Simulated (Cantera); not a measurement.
A Cantera script and what it prints.

```python
import numpy as np
import cantera as ct

gas_names = """
    C CH CH2 CH3 CH2OH CH3O CH4 CH3OH CO CO2 COOH C2 C2H CHCO,ketyl C2H2,acetylene C2H2,vinylidene
    CH2CO,ketene C2H3,vinyl CH3CO,acetyl C2H4 C2H4O,ethylen CH3CHO,ethanal CH3COOH (HCOOH)2 C2H5 C2H6
    CH3OCH3 C2H5OH C2O C3 C3H3,propargyl C3H4,allene C3H4,propyne C3H4,cyclo- C3H5,allyl C3H6,propylene
    C3H6,cyclo- C3H6O C3H7,n-propyl C3H7,i-propyl C3H8 C3H8O,1propanol C3H8O,2propanol C3O2 C4 C4H2
    C4H4,1,3-cyclo- C4H6,butadiene C4H6,2-butyne C4H6,cyclo- C4H8,1-butene C4H8,cis2-buten
    C4H8,tr2-butene C4H8,isobutene C4H8,cyclo- (CH3COOH)2 C4H9,n-butyl C4H9,i-butyl C4H9,s-butyl
    C4H9,t-butyl C4H10,isobutane C4H10,n-butane C5 C5H6,1,3cyclo- C5H8,cyclo- C5H10,1-pentene
    C5H10,cyclo- C5H11,pentyl C5H11,t-pentyl C5H12,n-pentane C5H12,i-pentane CH3C(CH3)2CH3 C6H2
    C6H5,phenyl C6H5O,phenoxy C6H6 C6H5OH,phenol C6H10,cyclo- C6H12,1-hexene C6H12,cyclo- C6H13,n-hexyl
    C7H7,benzyl C7H8 C7H8O,cresol C7H14,1-heptene C7H15,n-heptyl C7H16,n-heptane C8H8,styrene
    C8H10,ethylbenz C8H16,1-octene C8H17,n-octyl C8H18,isooctane C8H18,n-octane C9H19,n-nonyl
    C10H8,naphthale C10H21,n-decyl C12H9,o-bipheny C12H10,bipheny Fe FeC5O5 FeO Fe(OH)2 H HCO HO2 H2
    HCHO,formaldehy HCOOH H2O H2O2 O OH O2 O3
""".split()
cond_names = """
    C(gr) C6H6(L) C7H8(L) C8H18(L),n-octa Fe(a) Fe(c) Fe(d) Fe(L) FeC5O5(L) FeO(s) FeO(L) Fe(OH)2(s)
    Fe(OH)3(s) Fe2O3(s) Fe3O4(s) H2O(s) H2O(L)
""".split()


def load(file, names, dense=False):
    # The tables refer to 1 bar. Condensed volumes are neglected.
    table = {s.name: s for s in ct.Species.list_from_file(file)}
    out = []
    for n in names:
        d = dict(table[n].input_data)
        d["thermo"] = dict(d["thermo"], **{"reference-pressure": 1e5})
        if dense:
            d["equation-of-state"] = {"model": "constant-volume", "density": "1e6 g/cm^3"}
        out.append(ct.Species.from_dict(d))
    return out


gas = ct.Solution(thermo="ideal-gas", species=load("nasa_gas.yaml", gas_names))
cond = {s.name: ct.Solution(thermo="fixed-stoichiometry", species=[s], name=s.name)
        for s in load("nasa_condensed.yaml", cond_names, dense=True)}
atoms = {
    'Fe3O4': {'Fe': 3, 'O': 4},
    'CH4': {'C': 1, 'H': 4},
    'CO': {'C': 1, 'O': 1},
}
top_T = {'C(gr)': 4500, 'Fe2O3(s)': 1830, 'Fe3O4(s)': 1870}  # K; cautious upper limits of use, not melting points


def equilibrate(T, P, feed):
    n = {}
    for name, mol in feed.items():
        for a, k in atoms[name].items():
            n[a] = n.get(a, 0.0) + k * mol
    gas.TPX = T, P, n
    mass = sum(n.values()) * gas.mean_molecular_weight
    gas.equilibrate("TP")
    valid = [c for c in cond.values() if c.min_temp <= T <= top_T.get(c.name, c.max_temp)]
    mix = ct.Mixture([(gas, mass / gas.mean_molecular_weight)] + [(c, 0.0) for c in valid])
    mix.T, mix.P = T, P
    mix.equilibrate("TP", solver="vcs", rtol=1e-11, max_steps=5000)
    return mix


results = []
feed = {'Fe3O4': 1, 'CH4': 3, 'CO': 1.6}  # mol
P = 27  # Pa
for T in [1325, 1375, 1425, 1475, 1525, 1575, 1625]:
    mix = equilibrate(T, P, feed)
    results.append((T, P, feed, dict(zip(mix.species_names, mix.species_moles))))
    x = sorted(zip(gas.X, gas.species_names), reverse=True)
    print(f"T = {T:g} K  P = {P:g} Pa  gas = {mix.phase_moles(0):.4g} mol")
    print("   x: " + "  ".join(f"{s} {v:.3e}" for v, s in x if v > 1e-06))
    print("   condensed (mol): " + ("  ".join(f"{mix.phase(i).name} {mix.phase_moles(i):.4g}"
          for i in range(1, mix.n_phases) if mix.phase_moles(i) > 1e-12) or "none"))
```

Result:

```
T = 1325 K  P = 27 Pa  gas = 10.6 mol
   x: H2 5.002e-01  CO 4.054e-01  H2O 6.575e-02  CO2 2.859e-02  H 7.039e-05  Fe 8.130e-06
   condensed (mol): Fe(c) 3
T = 1375 K  P = 27 Pa  gas = 10.6 mol
   x: H2 4.983e-01  CO 4.072e-01  H2O 6.761e-02  CO2 2.672e-02  H 1.472e-04  Fe 3.041e-05
   condensed (mol): Fe(c) 3
T = 1425 K  P = 27 Pa  gas = 10.6 mol
   x: H2 4.965e-01  CO 4.088e-01  H2O 6.925e-02  CO2 2.507e-02  H 2.925e-04  Fe 1.035e-04
   condensed (mol): Fe(c) 2.999
T = 1475 K  P = 27 Pa  gas = 10.61 mol
   x: H2 4.947e-01  CO 4.101e-01  H2O 7.068e-02  CO2 2.360e-02  H 5.552e-04  Fe 3.235e-04  OH 2.079e-06
   condensed (mol): Fe(c) 2.997
T = 1525 K  P = 27 Pa  gas = 10.62 mol
   x: H2 4.928e-01  CO 4.111e-01  H2O 7.192e-02  CO2 2.228e-02  H 1.011e-03  Fe 9.367e-04  OH 4.576e-06
   condensed (mol): Fe(c) 2.99
T = 1575 K  P = 27 Pa  gas = 10.64 mol
   x: H2 4.903e-01  CO 4.114e-01  H2O 7.292e-02  CO2 2.109e-02  Fe 2.531e-03  H 1.771e-03  OH 9.567e-06  FeO 2.040e-06
   condensed (mol): Fe(c) 2.973
T = 1625 K  P = 27 Pa  gas = 10.68 mol
   x: H2 4.865e-01  CO 4.105e-01  H2O 7.359e-02  CO2 1.998e-02  Fe 6.420e-03  H 2.995e-03  OH 1.908e-05  FeO 6.361e-06  Fe(OH)2 1.114e-06
   condensed (mol): Fe(c) 2.931
```

These are equilibrium values from Cantera (NASA tables, ideal gas, pure condensed phases), not measurements of a reactor.
